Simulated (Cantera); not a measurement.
A Cantera script and what it prints.

```python
import numpy as np
import cantera as ct

gas_names = """
    C CH CH2 CH3 CH2OH CH3O CH4 CH3OH CO COS CO2 COOH CS CS2 C2 C2H CHCO,ketyl C2H2,acetylene
    C2H2,vinylidene CH2CO,ketene C2H3,vinyl CH3CO,acetyl C2H4 C2H4O,ethylen CH3CHO,ethanal CH3COOH
    (HCOOH)2 C2H5 C2H6 CH3OCH3 C2H5OH C2O C3 C3H3,propargyl C3H4,allene C3H4,propyne C3H4,cyclo-
    C3H5,allyl C3H6,propylene C3H6,cyclo- C3H6O C3H7,n-propyl C3H7,i-propyl C3H8 C3H8O,1propanol
    C3H8O,2propanol C3O2 C4 C4H2 C4H4,1,3-cyclo- C4H6,butadiene C4H6,2-butyne C4H6,cyclo- C4H8,1-butene
    C4H8,cis2-buten C4H8,tr2-butene C4H8,isobutene C4H8,cyclo- (CH3COOH)2 C4H9,n-butyl C4H9,i-butyl
    C4H9,s-butyl C4H9,t-butyl C4H10,isobutane C4H10,n-butane C5 C5H6,1,3cyclo- C5H8,cyclo-
    C5H10,1-pentene C5H10,cyclo- C5H11,pentyl C5H11,t-pentyl C5H12,n-pentane C5H12,i-pentane
    CH3C(CH3)2CH3 C6H2 C6H5,phenyl C6H5O,phenoxy C6H6 C6H5OH,phenol C6H10,cyclo- C6H12,1-hexene
    C6H12,cyclo- C6H13,n-hexyl C7H7,benzyl C7H8 C7H8O,cresol C7H14,1-heptene C7H15,n-heptyl
    C7H16,n-heptane C8H8,styrene C8H10,ethylbenz C8H16,1-octene C8H17,n-octyl C8H18,isooctane
    C8H18,n-octane C9H19,n-nonyl C10H8,naphthale C10H21,n-decyl C12H9,o-bipheny C12H10,bipheny H HCO HO2
    H2 HCHO,formaldehy HCOOH H2O H2O2 H2S H2SO4 Mg MgH MgO MgOH MgO2H2 MgS Mg2 O OH O2 O3 S SH SO SO2
    SO3 S2 S2O S8
""".split()
cond_names = """
    C(gr) C6H6(L) C7H8(L) C8H18(L),n-octa H2O(s) H2O(L) H2SO4(L) Mg(cr) Mg(L) MgCO3(s) MgO(s) MgO(L)
    MgO2H2(s) MgS(s) MgSO4(s) MgSO4(L) S(cr1) S(cr2) S(L)
""".split()


def load(file, names, dense=False):
    # The tables refer to 1 bar. Condensed volumes are neglected.
    table = {s.name: s for s in ct.Species.list_from_file(file)}
    out = []
    for n in names:
        d = dict(table[n].input_data)
        d["thermo"] = dict(d["thermo"], **{"reference-pressure": 1e5})
        if dense:
            d["equation-of-state"] = {"model": "constant-volume", "density": "1e6 g/cm^3"}
        out.append(ct.Species.from_dict(d))
    return out


gas = ct.Solution(thermo="ideal-gas", species=load("nasa_gas.yaml", gas_names))
cond = {s.name: ct.Solution(thermo="fixed-stoichiometry", species=[s], name=s.name)
        for s in load("nasa_condensed.yaml", cond_names, dense=True)}
atoms = {
    'MgCO3': {'Mg': 1, 'C': 1, 'O': 3},
    'SO3': {'S': 1, 'O': 3},
    'H2O': {'H': 2, 'O': 1},
}
top_T = {'C(gr)': 4500, 'MgS(s)': 2250}  # K; cautious upper limits of use, not melting points


def equilibrate(T, P, feed):
    n = {}
    for name, mol in feed.items():
        for a, k in atoms[name].items():
            n[a] = n.get(a, 0.0) + k * mol
    gas.TPX = T, P, n
    mass = sum(n.values()) * gas.mean_molecular_weight
    gas.equilibrate("TP")
    valid = [c for c in cond.values() if c.min_temp <= T <= top_T.get(c.name, c.max_temp)]
    mix = ct.Mixture([(gas, mass / gas.mean_molecular_weight)] + [(c, 0.0) for c in valid])
    mix.T, mix.P = T, P
    mix.equilibrate("TP", solver="vcs", rtol=1e-11, max_steps=5000)
    return mix


results = []
feed = {'MgCO3': 1, 'SO3': 0.051, 'H2O': 7.7}  # mol
P = 2000  # Pa
for T in [673, 773, 873, 973, 1073, 1173, 1273, 1373, 1473, 1573, 1673]:
    mix = equilibrate(T, P, feed)
    results.append((T, P, feed, dict(zip(mix.species_names, mix.species_moles))))

top = {s: max(r[3][s] / sum(r[3][g] for g in gas_names) for r in results) for s in gas_names}
cols = sorted((s for s in top if top[s] > 0.001), key=lambda s: -top[s])[:8]
seen = [c for c in cond_names if any(r[3].get(c, 0) > 1e-12 for r in results)]
print("log10 of partial pressures in bar; condensed amounts in mol")
print(f"{'T/K':>10s}" + "".join(f"{s[:9]:>10s}" for s in cols + seen))
for T, P, feed, n in results:
    ng = sum(n[g] for g in gas_names)
    print(f"{T:10.4g}" + "".join(f"{np.log10(max(n[s] / ng * P / 1e5, 1e-99)):10.3f}" for s in cols)
          + "".join(f"{n.get(c, 0):10.4g}" for c in seen))
```

Result:

```
log10 of partial pressures in bar; condensed amounts in mol
       T/K       H2O       CO2       SO2        O2        H2    MgO(s)  MgSO4(s)
       673    -1.752    -2.638   -10.024   -10.324   -12.905     0.949     0.051
       773    -1.752    -2.638    -7.468    -7.769   -11.715     0.949   0.05099
       873    -1.752    -2.639    -5.509    -5.810   -10.786    0.9504   0.04964
       973    -1.756    -2.642    -3.962    -4.263   -10.042    0.9977   0.00226
      1073    -1.756    -2.642    -3.937    -4.238    -8.814         1         0
      1173    -1.756    -2.642    -3.936    -4.237    -7.783         1         0
      1273    -1.756    -2.642    -3.935    -4.236    -6.912         1         0
      1373    -1.756    -2.642    -3.935    -4.235    -6.167         1         0
      1473    -1.756    -2.643    -3.935    -4.228    -5.525         1         0
      1573    -1.756    -2.643    -3.935    -4.198    -4.976         1         0
      1673    -1.757    -2.645    -3.936    -4.123    -4.517         1         0
```

Equilibrium computed with Cantera from the NASA thermochemical tables; the gas is ideal and each condensed phase is pure.
